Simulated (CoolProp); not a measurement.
Vapour-liquid equilibrium of CH2F2 (R32) (1) + R1234yf (2) at 6.85 °C; x and y are mole fractions of (1).

Model: multi-fluid Helmholtz-energy mixture model, Tillner-Roth 1997 and Lemmon 2022; pair parameters Bell 2023, in CoolProp.

Give the bubble pressure and the first vapour's composition at x = 0.15, 0.35, 0.65. Is there an azeotrope?

x = 0.15: 5.351 bar, y = 0.342; x = 0.35: 6.946 bar, y = 0.583; x = 0.65: 8.705 bar, y = 0.786. No azeotrope shows between x = 0.05 and 0.95.

Pair parameters are fitted to limited data, so mixtures are less certain than the pure fluids.
